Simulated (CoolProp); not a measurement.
Model: reference Helmholtz-energy equation of state, Fiedler 2023, in CoolProp.

Q: For tetrahydrofuran, give the phase and the Z, cp (kJ/(kg K)), cv (kJ/(kg K)), isothermal compressibility (1/MPa) at 363.7 K and 3.69 MPa.

A: 
- 363.7 K and 3.69 MPa: liquid; Z 0.108, cp 1.98, cv 1.42, isothermal compressibility 0.00171
